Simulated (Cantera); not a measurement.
A Cantera script and its output.

```python
import numpy as np
import cantera as ct

gas = ct.Solution("gri30.yaml")
gas.TPX = 950, 500000, {'CH4': 0.002, 'O2': 0.0058, 'N2': 1, 'H2': 0.037}
reactor = ct.IdealGasConstPressureReactor(gas, energy="off", clone=False)
net = ct.ReactorNet([reactor])
net.rtol, net.atol = 1e-08, 1e-18
show = ['CH4', 'O2', 'HCO', 'HO2', 'H', 'NO2', 'N2O']
times = np.geomspace(8e-06, 2, 14)

steps = ct.SolutionArray(gas, extra=["t"])
rows = []
print(f"{'t/s':>10s}{'T/K':>9s}{'P/Pa':>11s}" + "".join(f"{s:>11s}" for s in show))
for t in times:
    while net.time < t:
        t_next = net.step()
        steps.append(gas.state, t=t_next)
    rows.append([np.interp(t, steps.t, y) for y in (steps.T, steps.P, *steps(*show).X.T)])
    print(f"{t:10.3e}{rows[-1][0]:9.1f}{rows[-1][1]:11.4g}" + "".join(f"{x:11.3e}" for x in rows[-1][2:]))
rate = np.gradient(steps.T, steps.t)
print("integrator steps:", len(steps.t))
if steps.T.max() > steps.T[0] + 200:
    print(f"time of steepest temperature rise: {steps.t[rate.argmax()]:.4e} s")
gas.TPX = 950, 500000, {'CH4': 0.002, 'O2': 0.0058, 'N2': 1, 'H2': 0.037}
gas.equilibrate("TP")
print(f"equilibrium (TP): T = {gas.T:.1f} K  " + "  ".join(f"{s} {gas[s].X[0]:.3e}" for s in show))
```

Result:

```
       t/s      T/K       P/Pa        CH4         O2        HCO        HO2          H        NO2        N2O
 8.000e-06    950.0      5e+05  1.914e-03  5.551e-03  2.730e-26  1.877e-12  8.601e-13  1.531e-36  1.250e-19
 2.081e-05    950.0      5e+05  1.914e-03  5.551e-03  2.747e-25  5.879e-12  1.345e-12  1.148e-34  8.342e-19
 5.414e-05    950.0      5e+05  1.914e-03  5.551e-03  2.245e-24  1.773e-11  1.615e-12  5.475e-33  3.597e-18
 1.409e-04    950.0      5e+05  1.914e-03  5.551e-03  1.281e-23  5.051e-11  1.792e-12  1.686e-31  1.247e-17
 3.664e-04    950.0      5e+05  1.914e-03  5.551e-03  5.054e-23  1.387e-10  1.918e-12  4.055e-30  4.206e-17
 9.533e-04    950.0      5e+05  1.914e-03  5.551e-03  1.633e-22  3.718e-10  2.134e-12  8.686e-29  1.565e-16
 2.480e-03    950.0      5e+05  1.914e-03  5.551e-03  5.521e-22  1.008e-09  2.830e-12  1.927e-27  7.171e-16
 6.452e-03    950.0      5e+05  1.914e-03  5.551e-03  2.704e-21  3.046e-09  5.657e-12  6.179e-26  4.281e-15
 1.678e-02    950.0      5e+05  1.914e-03  5.551e-03  4.829e-20  1.480e-08  2.453e-11  8.347e-24  3.940e-14
 4.366e-02    950.0      5e+05  1.914e-03  5.551e-03  1.664e-16  3.177e-07  5.917e-10  1.109e-19  1.268e-12
 1.136e-01    950.0      5e+05  1.902e-03  5.428e-03  3.981e-11  5.596e-06  5.895e-08  1.790e-14  1.483e-10
 2.955e-01    950.0      5e+05  1.718e-03  4.078e-03  2.223e-10  6.041e-06  9.569e-08  4.920e-13  1.379e-09
 7.688e-01    950.0      5e+05  1.415e-03  1.941e-03  1.526e-10  3.458e-06  7.830e-08  1.190e-12  3.430e-09
 2.000e+00    950.0      5e+05  1.173e-03  4.016e-04  5.000e-11  9.215e-07  5.458e-08  9.270e-13  4.940e-09
integrator steps: 907
equilibrium (TP): T = 950.0 K  CH4 1.621e-05  O2 5.274e-24  HCO 1.350e-14  HO2 1.973e-27  H 4.385e-11  NO2 8.457e-29  N2O 2.086e-20
```

Detailed kinetics in Cantera: GRI-Mech 3.0 (53 species, 325 reactions). Below about 1000 K GRI-Mech 3.0 lacks low-temperature oxidation paths.
